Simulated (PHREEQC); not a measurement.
Copper plating or etch bath: speciation

Consider water at 20 °C with 1.5 mmol/kgw Cu(BF4)2, 1.1 mmol/kgw HNO3 and 93 mmol/kgw HCl. It is in equilibrium with CO2 at log p = -3.4 (atm). Otherwise closed; pH follows from the charge balance.

The numbers come from PHREEQC with the ion-association model, phreeqc.dat.

```json
{
 "pH": "1.11",
 "ionic_strength": "0.0970 mol/kgw",
 "specific_conductance": "29500 µS/cm",
 "density": "1.000 g/cm³",
 "total_alkalinity": "-103 meq/kg"
}
```

```json
[
 {"species": "Cl-", "molality": "0.0929", "activity": "0.0716", "log γ": "-0.113"},
 {"species": "H+", "molality": "0.0928", "activity": "0.0768", "log γ": "-0.082"},
 {"species": "HF", "molality": "0.00564", "activity": "0.00576", "log γ": "0.010"},
 {"species": "BF4-", "molality": "0.00150", "activity": "0.00118", "log γ": "-0.105"},
 {"species": "H3BO3", "molality": "0.00140", "activity": "0.00143", "log γ": "0.010"},
 {"species": "Cu+2", "molality": "0.00139", "activity": "0.000564", "log γ": "-0.391"},
 {"species": "NO3-", "molality": "0.00110", "activity": "0.000833", "log γ": "-0.121"},
 {"species": "CuCl+", "molality": "0.000110", "activity": "8.47e-5", "log γ": "-0.112"},
 {"species": "BF3OH-", "molality": "8.67e-5", "activity": "6.80e-5", "log γ": "-0.105"},
 {"species": "F-", "molality": "7.15e-5", "activity": "5.47e-5", "log γ": "-0.116"},
 {"species": "BF2(OH)2-", "molality": "1.71e-5", "activity": "1.34e-5", "log γ": "-0.105"},
 {"species": "CO2", "molality": "1.52e-5", "activity": "1.56e-5", "log γ": "0.010"},
 {"species": "CuCl2", "molality": "3.01e-6", "activity": "3.08e-6", "log γ": "0.010"},
 {"species": "HF2-", "molality": "1.48e-6", "activity": "1.16e-6", "log γ": "-0.105"},
 {"species": "CuF+", "molality": "6.83e-7", "activity": "5.36e-7", "log γ": "-0.105"},
 {"species": "BF(OH)3-", "molality": "3.76e-8", "activity": "2.95e-8", "log γ": "-0.105"}
]
```

Precipitation was switched off in this run. Complexes and solids missing from the database can't appear. Real BF4- forms and hydrolyses slowly; the run takes it at equilibrium.
